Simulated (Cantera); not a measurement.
Feed: 1 mol NF₃, 1 mol H₂O, 2.7 mol H₂, held at 1150 K and 10.0 Pa.

Method: chemical equilibrium by Gibbs-energy minimisation in Cantera with the NASA 1993 tables (ideal gas, pure condensed phases). Candidate condensed phases: H₂O; 40 gas species. Kinetics and transport are ignored.

Base state: HF 0.526, H₂ 0.211, H₂O 0.175, N₂ 0.0877 (mole fractions); condensed: gas only.

What changes in the equilibrium state with this change: NF₃ replaced by NH₃?


| species | before | after |
|---|---|---|
| H₂ | 0.211 | 0.737 |
| H₂O | 0.175 | 0.175 |
| N₂ | 0.0877 | 0.0877 |
| HF | 0.526 | 0 |
